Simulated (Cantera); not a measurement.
An isothermal, constant-pressure homogeneous reactor starts with 1.08 % CH₄, 1.17 % O₂, 97.8 % N₂, at 1475 K and 0.950 bar.

Computed with Cantera and GRI-Mech 3.0 (53 species, 325 reactions).

x: mole fraction; the columns are a selection and need not sum to one.

| t (s) | x CH₄ | x O₂ | x C₂H | x CH₃ | x O | x CO₂ |
|---|---|---|---|---|---|---|
| 0.000200 | 0.0108 | 0.0117 | <1e-12 | 8.94e-7 | [?] | 2.27e-11 |
| 0.000632 | 0.0107 | 0.0117 | <1e-12 | 3.10e-6 | [?] | 4.86e-10 |
| 0.00200 | 0.0107 | 0.0117 | <1e-12 | 1.04e-5 | [?] | 1.37e-8 |
| 0.00632 | 0.0106 | 0.0117 | <1e-12 | 2.72e-5 | [?] | 3.37e-7 |
| 0.0200 | 0.00952 | 0.0111 | 2.09e-11 | 7.78e-5 | [?] | 1.30e-5 |
| 0.0632 | 0.000345 | 7.05e-5 | 8.50e-10 | 6.80e-6 | [?] | 0.00144 |
| 0.200 | 0.000350 | 8.07e-6 | 1.93e-10 | 1.69e-6 | 3.45e-10 | 0.00170 |
| 0.632 | 0.000351 | 4.09e-7 | 1.25e-10 | 1.11e-6 | 1.52e-11 | 0.00198 |
| 2.00 | 0.000349 | 9.25e-11 | 1.16e-10 | 1.04e-6 | 3.33e-12 | 0.00248 |

Problem. Complete the blanks.

Solution. 
- 0.000200, x O: 1.93e-9
- 0.000632, x O: 3.16e-9
- 0.00200, x O: 7.28e-9
- 0.00632, x O: 2.11e-8
- 0.0200, x O: 1.38e-7
- 0.0632, x O: 1.21e-8
